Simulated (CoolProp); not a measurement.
Sulfur hexafluoride at 293.15 K and 3.83 MPa flows at 0.063 m/s in a round tube of 25 mm bore and 45 µm roughness, fully developed (64/Re and Nu = 3.66 if laminar; Colebrook and Gnielinski if turbulent). Each further row changes one setting.

Computed with CoolProp (reference Helmholtz-energy equation of state, Guder 2009).

```tsv
case	Reynolds number	Darcy friction factor	pressure drop (Pa/m)	heat-transfer coefficient (W/(m² K))	mass flow (kg/h)
as stated	15900	0.0306	3.51	…	161
velocity 0.126 m/s	31800	…	…	…	321
diameter 50 mm	31800	…	1.46	…	643
```

Task: Fill in the missing entries.

Result: 
- as stated, heat-transfer coefficient (W/(m² K)): 207
- velocity 0.126 m/s, Darcy friction factor: 0.0275
- velocity 0.126 m/s, pressure drop (Pa/m): 12.6
- velocity 0.126 m/s, heat-transfer coefficient (W/(m² K)): 392
- diameter 50 mm, Darcy friction factor: 0.0255
- diameter 50 mm, heat-transfer coefficient (W/(m² K)): 185

Viscosity comes from a separate model (Quiñones-Cisneros 2012). Thermal conductivity comes from a separate model (Assael 2012).
